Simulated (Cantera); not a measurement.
Charge: 1 mol NaBr, 11 mol H₂O, 9.5 mol H₂, equilibrated at 2125 K and 2.10 Pa.

Method: chemical equilibrium by Gibbs-energy minimisation in Cantera with the NASA 1993 tables (ideal gas, pure condensed phases). Candidate condensed phases: Br₂, H₂O, Na, NaBr, NaOH, NaO₂, Na₂O, Na₂O₂; 20 gas species. The numbers say what is thermodynamically allowed, not how fast it happens.

Base state: H 0.378, H₂ 0.228, H₂O 0.214, O 0.0517, OH 0.0440, Na 0.0316, Br 0.0306, O₂ 0.0206 (mole fractions); condensed: gas only.

**Question.** What changes in the equilibrium state with this change: temperature from 2125 K to 948.15 K?

**Answer.** 
```json
[
 {"species": "H₂O", "before": "0.214", "after": "0.512"},
 {"species": "H₂", "before": "0.228", "after": "0.442"},
 {"species": "NaBr", "before": "0.000257", "after": "0.0465"},
 {"species": "H", "before": "0.378", "after": "7.64e-8"},
 {"species": "O", "before": "0.0517", "after": "<1e-9"},
 {"species": "OH", "before": "0.0440", "after": "<1e-9"},
 {"species": "O₂", "before": "0.0206", "after": "<1e-9"},
 {"species": "Br", "before": "0.0306", "after": "2.28e-8"},
 {"species": "Na", "before": "0.0316", "after": "4.65e-5"},
 {"species": "HBr", "before": "0.000979", "after": "4.89e-5"},
 {"species": "NaOH", "before": "2.15e-5", "after": "2.48e-6"}
]
```

**Question.** What changes in the equilibrium state with this change: H₂ from 9.5 to 2.1 mol?

**Answer.** 
| species | before | after |
|---|---|---|
| H | 0.378 | 0.315 |
| H₂O | 0.214 | 0.240 |
| H₂ | 0.228 | 0.158 |
| O₂ | 0.0206 | 0.0543 |
| O | 0.0517 | 0.0839 |
| Br | 0.0306 | 0.0431 |
| Na | 0.0316 | 0.0442 |
| OH | 0.0440 | 0.0594 |
| NaBr | 0.000257 | 0.000505 |
| NaOH | 2.15e-5 | 4.07e-5 |
| HBr | 0.000979 | 0.00115 |
